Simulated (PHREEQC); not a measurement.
0.15 g of hydrous ferric oxide (600 m²/g; 0.2 weak and 0.005 strong sites per Fe, Dzombak-Morel constants, diffuse double layer) in 1 kg of water with 0.01 mol/kgw of an inert sodium salt and 0.0006 mol/kgw H3BO3 and 1.5e-06 mol/kgw Na2SO4, at 25 °C; the pH is set by adding NaOH or the inert anion's acid. O2 is buffered at 0.21 atm. CO2 from the air is kept out. Nothing may precipitate in this run.

Base run: PHREEQC, ion-association model, wateq4f.dat. Each further column changes one thing. The table gives surface charge σ (C/m²).

```
pH     base  background salt from 0.01 to 0.001 mol/kgw  oxide from 0.15 to 0.75 g/kgw  9.7e-05 mol/kgw CaCl2 added
---  ------  ------------------------------------------  -----------------------------  ---------------------------
3     0.322                                       0.252                          0.326                        0.323
3.5   0.273                                           …                          0.277                        0.274
4     0.214                                           …                          0.218                        0.216
5     0.112                                       0.050                          0.114                        0.113
5.5   0.076                                           …                          0.077                        0.076
6     0.049                                           …                          0.050                        0.049
6.5   0.030                                       0.011                          0.030                        0.030
7     0.017                                           …                          0.017                        0.018
8     0.001                                           …                          0.001                        0.002
8.5  -0.005                                           …                         -0.005                       -0.003
9    -0.013                                      -0.005                         -0.013                       -0.008
```

Some entries are withheld; supply them.


- 3.5, background salt from 0.01 to 0.001 mol/kgw: 0.174
- 4, background salt from 0.01 to 0.001 mol/kgw: 0.117
- 5.5, background salt from 0.01 to 0.001 mol/kgw: 0.031
- 6, background salt from 0.01 to 0.001 mol/kgw: 0.019
- 7, background salt from 0.01 to 0.001 mol/kgw: 0.006
- 8, background salt from 0.01 to 0.001 mol/kgw: 0.000
- 8.5, background salt from 0.01 to 0.001 mol/kgw: -0.002

The oxide is taken as insoluble; below pH 4 it would dissolve.
